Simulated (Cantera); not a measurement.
Input: 1 mol Si3N4, 0.24 mol Si, a varied amount of H2, equilibrated at 2548 K and 0.0133 bar.

Cantera equilibrium calculation (NASA polynomials, part measured and part estimated; ideal gas, pure solids and liquids). Candidate condensed phases: Si, Si3N4; 18 gas species. The tables' values for SiN are old estimates; treat these amounts as uncertain. Gases not in the tables: Si2H6 and higher silanes. Kinetics and transport are ignored.

Q: At 0.24 mol H2, list the 4 most abundant gas species with their mole fractions, and the condensed phases.

A: Si 0.506, N2 0.399, H 0.0429, H2 0.0257. Condensed: Si(l).
